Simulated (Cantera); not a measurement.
Source: NASA polynomial tables (part measured, part estimated), evaluated in Cantera. Values are per mole of reaction as written; species without (g) are pure solids or liquids, kept so even where they would boil at 1 bar.

Q: Between 300 and 1775 K, where is each reaction favourable under standard conditions?
- 2 BF3(g) + 2 H2O(g) = B2O2(g) + 4 H(g) + 6 F(g)

A: 
- 2 BF3(g) + 2 H2O(g) = B2O2(g) + 4 H(g) + 6 F(g): ΔG° is 3417 kJ at 300 K and 2151 kJ at 1775 K; it stays positive (K < 1). ΔH° is 3733 kJ and ΔS° 891 J/K at 1775 K.
